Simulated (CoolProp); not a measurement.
Vapour-liquid equilibrium of R134a (1) + R1234ze(E) (2) at 197.8 K; x and y are mole fractions of (1).

Model: multi-fluid Helmholtz-energy mixture model, Tillner-Roth 1994 and Thol 2016; pair parameters Bell 2022, in CoolProp.

### Question
Give the bubble pressure and the first vapour's composition at x = 0.2, 0.875, 0.95. Is there an azeotrope?

### Answer
x = 0.2: 0.04295 bar, y = 0.306; x = 0.875: 0.05255 bar, y = 0.890; x = 0.95: 0.05303 bar, y = 0.955. No azeotrope shows between x = 0.05 and 0.95.

Pair parameters are fitted to limited data, so mixtures are less certain than the pure fluids.
